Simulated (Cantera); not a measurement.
Input: 1 mol B2O3, 2.4 mol H2, 35 mol N2, at 1.00 bar.

Cantera equilibrium calculation (NASA polynomials, part measured and part estimated; ideal gas, pure solids and liquids). Candidate condensed phases: B, BN, B2O3, B3O3H3, H2O; 39 gas species. N2 is the only nitrogen source here; it is nearly inert below about 1500 K, so the nitride shown seldom forms there in practice. Mutual solubility and eutectic melting of coexisting phases are not modelled. Gases not in the tables: H3BO3. Rates play no part.

Q: Which condensed phases are stable at each of these points (T (K)): 1125, 1225, 1325, 1425, 1525, 1625, 1725, 1825, 1925, 2025, 2125?

A: 
```tsv
T (K)	condensed phases	B condensed (%)
1125	BN(s) + B2O3(l)	100.0
1225	BN(s) + B2O3(l)	99.9
1325	BN(s) + B2O3(l)	99.8
1425	BN(s) + B2O3(l)	99.5
1525	BN(s) + B2O3(l)	98.5
1625	BN(s) + B2O3(l)	96.0
1725	BN(s) + B2O3(l)	88.9
1825	BN(s) + B2O3(l)	67.2
1925	B2O3(l)	0.8
2025	gas only	0.0
2125	gas only	0.0
```

From 1125 K to 1825 K the condensed part is BN(s) + B2O3(l). At 1925 K the condensed part is B2O3(l). From 2025 K to 2125 K nothing is condensed.
